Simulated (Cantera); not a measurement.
**SiH₂Cl₂ + Cl₂ + N₂ (silicon epitaxy and polysilicon growth)**

Input: 1 mol SiH₂Cl₂, 0.014 mol Cl₂, 64 mol N₂, held at 1077 °C and 10.0 mbar.

Method: chemical equilibrium by Gibbs-energy minimisation in Cantera with the NASA 1993 tables (ideal gas, pure condensed phases). Candidate condensed phases: NH₄Cl, Si, Si₃N₄; 28 gas species. N₂ is the only nitrogen source here; it is nearly inert below about 1500 K, so the nitride shown seldom forms there in practice. The tables' values for SiCl₃ are old estimates; treat these amounts as uncertain. Rates play no part.

The x(N₂) comes out as 0.970, the x(HCl) is 0.0238 and the x(H₂) is 0.00337. The x(SiCl₂) is 0.00152. The x(SiCl₄) is 0.000684 and the x(SiCl₃) comes out as 0.000457. The x(Cl) is 8.15e-6 and the x(SiHCl₃) comes out as 5.55e-6. The x(H) is 1.38e-6. The n(Si₃N₄(s)) comes out as 0.275 mol and the gas amount is 65.40 mol. The log10 activity of Si(s) (absent) is -2.49.
